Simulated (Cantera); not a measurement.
## Ignition delay

Mixture: C3H8 : O2 : N2 = 1 : 5.43 : 20.4 (molar parts), at 1.09 atm, adiabatic and at constant pressure. Ignition delay is the time to a rise of 400 K.

Model: GRI-Mech 3.0 (53 species, 325 reactions), integrated in Cantera. GRI-Mech 3.0 was tuned for natural gas; its chemistry of propane as a main component is partial and can be far from experiment.

```tsv
T0 (K)	delay (ms)
1125	29.7
1225	3.60
1325	0.625
1425	0.160
1525	0.0581
1625	0.0275
1725	0.0158
```

```json
{
 "apparent activation energy between 1525 and 1725 K": "140 kJ/mol"
}
```
